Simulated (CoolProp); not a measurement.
Saturation properties of octamethylcyclotetrasiloxane (D4) (Tc = 313.4 °C, pc = 13.47 bar, ω = 0.598).

The numbers come from the reference Helmholtz-energy equation of state, Thol 2015 in CoolProp.

| T (°C) | p (bar) | liquid density (kg/m³) | vapour density (kg/m³) | enthalpy of vaporisation (kJ/kg) | liquid cp (kJ/(kg K)) | surface tension (mN/m) |
|---|---|---|---|---|---|---|
| 85.35 | ___ | 880.7 | 0.4637 | 163.8 | 1.784 | 13.6 |
| 88.75 | 0.05394 | 876.6 | 0.5362 | 162.6 | 1.791 | ___ |
| 92.25 | 0.06295 | 872.5 | 0.6205 | 161.4 | 1.799 | 13.1 |
| 95.75 | 0.07317 | 868.3 | 0.7153 | 160.1 | 1.807 | 12.8 |
| 99.25 | 0.08474 | 864.0 | ___ | 158.9 | 1.814 | 12.6 |
| 102.65 | 0.09739 | 859.9 | ___ | 157.7 | 1.822 | 12.3 |
| 106.15 | 0.1120 | 855.7 | 1.069 | 156.5 | ___ | 12.1 |
| 109.65 | 0.1284 | 851.4 | 1.216 | 155.3 | 1.837 | 11.8 |
| 113.05 | 0.1461 | 847.2 | ___ | 154.1 | 1.845 | 11.6 |
| 116.55 | 0.1664 | 842.9 | 1.554 | 152.8 | 1.853 | 11.4 |

### Question
Complete the blanks.

### Answer

- 85.35, p (bar): 0.04625
- 88.75, surface tension (mN/m): 13.3
- 99.25, vapour density (kg/m³): 0.8216
- 102.65, vapour density (kg/m³): 0.9370
- 106.15, liquid cp (kJ/(kg K)): 1.830
- 113.05, vapour density (kg/m³): 1.374

It boils at 175.7 °C under 1 atm.

Surface tension comes from a separate correlation (Mulero 2014), older than this fluid's equation and unchecked against measurements.
